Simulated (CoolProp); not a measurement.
Properties of C2F6 (R116) along the isobar 15 MPa (Tc = 293.0 K, pc = 3.048 MPa, ω = 0.257).

Values from CoolProp's reference Helmholtz-energy equation of state, Lemmon 2006. It is a short technical equation, of lower accuracy than the large ones.

| T (K) | phase | density (kg/m³) | cp (kJ/(kg K)) | isothermal compressibility (1/MPa) | Prandtl number | fugacity coefficient |
|---|---|---|---|---|---|---|
| 187.1 | liquid | 1694 | 0.8944 | 0.001870 | 6.75 | 0.009240 |
| 200.1 | liquid | (withheld) | 0.9167 | 0.002214 | 5.76 | 0.01788 |
| 213.1 | liquid | 1598 | 0.9401 | 0.002641 | 5.07 | 0.03126 |
| 226.1 | liquid | (withheld) | 0.9645 | 0.003174 | 4.55 | 0.05032 |
| 239.1 | liquid | 1497 | 0.9899 | 0.003849 | 4.15 | 0.07565 |
| 252.1 | liquid | 1444 | (withheld) | 0.004711 | 3.83 | 0.1074 |
| 265.1 | liquid | 1389 | 1.042 | 0.005822 | 3.56 | 0.1455 |
| 278.2 | liquid | 1332 | 1.069 | 0.007275 | 3.32 | 0.1894 |
| 291.2 | liquid | (withheld) | 1.096 | 0.009146 | 3.10 | 0.2377 |
| 304.2 | supercritical | 1211 | 1.121 | 0.01155 | 2.90 | (withheld) |
| 317.2 | supercritical | 1148 | 1.144 | 0.01460 | 2.71 | 0.3434 |

**Question.** Complete the blanks.

**Answer.** 
- 200.1, density (kg/m³): 1646
- 226.1, density (kg/m³): 1548
- 252.1, cp (kJ/(kg K)): 1.016
- 291.2, density (kg/m³): 1272
- 304.2, fugacity coefficient: 0.2895

Viscosity comes from a separate model (Huber 2003), an estimate that may be off by 10 % or more. Thermal conductivity comes from a separate model (Huber 2003), an estimate that may be off by 10 % or more.
